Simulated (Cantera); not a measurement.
A Cantera script and what it prints.

```python
import numpy as np
import cantera as ct

gas_names = """
    H H2 N NH NH2 NH3 N2 N2H2 N2H4 Si SiH SiH2 SiH3 SiH4 SiN Si2 Si2N Si3
""".split()
cond_names = """
    Si(cr) Si(L) Si3N4(a)
""".split()


# ... load() reads the species with a 1 bar reference pressure and builds the phases ...
atoms = {
    'trisilylamine': {'Si': 3, 'N': 1, 'H': 9},
    'NH3': {'N': 1, 'H': 3},
}
top_T = {'Si3N4(a)': 2400}  # K; cautious upper limits of use, not melting points


# ... equilibrate(T, P, feed) seeds the gas with the atoms and calls Mixture.equilibrate('TP', solver="vcs", rtol=1e-11, max_steps=5000) ...
results = []
feed = {'trisilylamine': 1, 'NH3': 0.7}  # mol
P = 100  # Pa
for T in [1223, 1298, 1373, 1448, 1523, 1598, 1673]:
    mix = equilibrate(T, P, feed)
    results.append((T, P, feed, dict(zip(mix.species_names, mix.species_moles))))

top = {s: max(r[3][s] / sum(r[3][g] for g in gas_names) for r in results) for s in gas_names}
cols = sorted((s for s in top if top[s] > 1e-06), key=lambda s: -top[s])[:6]
seen = [c for c in cond_names if any(r[3].get(c, 0) > 1e-12 for r in results)]
print("log10 of partial pressures in bar; condensed amounts in mol")
print(f"{'T/K':>10s}" + "".join(f"{s[:9]:>10s}" for s in cols + seen))
for T, P, feed, n in results:
    ng = sum(n[g] for g in gas_names)
    print(f"{T:10.4g}" + "".join(f"{np.log10(max(n[s] / ng * P / 1e5, 1e-99)):10.3f}" for s in cols)
          + "".join(f"{n.get(c, 0):10.4g}" for c in seen))
```

Output:

```
log10 of partial pressures in bar; condensed amounts in mol
       T/K        H2        N2         H        Si       SiH      SiH2    Si(cr)  Si3N4(a)
      1223    -3.000    -7.241    -8.022   -11.492   -11.879   -10.727     1.725    0.4248
      1298    -3.000    -6.326    -7.470   -10.391   -10.967   -10.132     1.729    0.4237
      1373    -3.001    -5.513    -6.978    -9.411   -10.157    -9.602     1.751    0.4164
      1448    -3.007    -4.785    -6.539    -8.534    -9.435    -9.133     1.864    0.3787
      1523    -3.034    -4.131    -6.153    -7.744    -8.795    -8.732     2.391    0.2031
      1598    -3.063    -3.877    -5.805    -7.029    -8.219    -8.373     2.999         0
      1673    -3.064    -3.878    -5.475    -6.379    -7.683    -8.022     2.997         0
```

These are equilibrium values from Cantera (NASA tables, ideal gas, pure condensed phases), not measurements of a reactor. The feed counts by its element totals alone. Mutual solubility and eutectic melting of coexisting phases are not modelled.
